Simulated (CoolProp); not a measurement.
Decamethyltetrasiloxane (MD2M) along the isobar 1.35 MPa: Z from the reference equation and from simpler models built on Tc = 326.2 °C, pc = 1.144 MPa, ω = 0.635; each cubic takes its own stable root.

The numbers come from the reference Helmholtz-energy equation of state, Thol 2017 in CoolProp.

```json
[
 {"T (°C)": "126.65", "phase": "liquid", "reference": "0.1684", "van der Waals": "0.2919", "Redlich-Kwong": "0.2027", "Soave-Redlich-Kwong": "0.1877", "Peng-Robinson": "0.1667"},
 {"T (°C)": "134.85", "phase": "liquid", "reference": "0.1670", "van der Waals": "0.2887", "Redlich-Kwong": "0.2010", "Soave-Redlich-Kwong": "0.1858", "Peng-Robinson": "0.1649"},
 {"T (°C)": "142.95", "phase": "liquid", "reference": "0.1656", "van der Waals": "0.2857", "Redlich-Kwong": "0.1995", "Soave-Redlich-Kwong": "0.1841", "Peng-Robinson": "0.1633"},
 {"T (°C)": "151.15", "phase": "liquid", "reference": "0.1644", "van der Waals": "0.2830", "Redlich-Kwong": "0.1981", "Soave-Redlich-Kwong": "0.1825", "Peng-Robinson": "0.1619"},
 {"T (°C)": "159.35", "phase": "liquid", "reference": "0.1633", "van der Waals": "0.2804", "Redlich-Kwong": "0.1969", "Soave-Redlich-Kwong": "0.1812", "Peng-Robinson": "0.1606"},
 {"T (°C)": "167.45", "phase": "liquid", "reference": "0.1623", "van der Waals": "0.2781", "Redlich-Kwong": "0.1960", "Soave-Redlich-Kwong": "0.1800", "Peng-Robinson": "0.1595"},
 {"T (°C)": "175.65", "phase": "liquid", "reference": "0.1615", "van der Waals": "0.2760", "Redlich-Kwong": "0.1951", "Soave-Redlich-Kwong": "0.1790", "Peng-Robinson": "0.1586"},
 {"T (°C)": "183.85", "phase": "liquid", "reference": "0.1607", "van der Waals": "0.2741", "Redlich-Kwong": "0.1945", "Soave-Redlich-Kwong": "0.1782", "Peng-Robinson": "0.1579"},
 {"T (°C)": "191.95", "phase": "liquid", "reference": "0.1602", "van der Waals": "0.2725", "Redlich-Kwong": "0.1941", "Soave-Redlich-Kwong": "0.1777", "Peng-Robinson": "0.1573"},
 {"T (°C)": "200.15", "phase": "liquid", "reference": "0.1597", "van der Waals": "0.2711", "Redlich-Kwong": "0.1939", "Soave-Redlich-Kwong": "0.1773", "Peng-Robinson": "0.1570"},
 {"T (°C)": "208.35", "phase": "liquid", "reference": "0.1594", "van der Waals": "0.2699", "Redlich-Kwong": "0.1939", "Soave-Redlich-Kwong": "0.1772", "Peng-Robinson": "0.1568"},
 {"T (°C)": "216.55", "phase": "liquid", "reference": "0.1593", "van der Waals": "0.2690", "Redlich-Kwong": "0.1942", "Soave-Redlich-Kwong": "0.1773", "Peng-Robinson": "0.1569"},
 {"T (°C)": "224.65", "phase": "liquid", "reference": "0.1593", "van der Waals": "0.2683", "Redlich-Kwong": "0.1947", "Soave-Redlich-Kwong": "0.1777", "Peng-Robinson": "0.1573"},
 {"T (°C)": "232.85", "phase": "liquid", "reference": "0.1594", "van der Waals": "0.2679", "Redlich-Kwong": "0.1955", "Soave-Redlich-Kwong": "0.1784", "Peng-Robinson": "0.1579"},
 {"T (°C)": "241.05", "phase": "liquid", "reference": "0.1598", "van der Waals": "0.2678", "Redlich-Kwong": "0.1965", "Soave-Redlich-Kwong": "0.1795", "Peng-Robinson": "0.1588"}
]
```
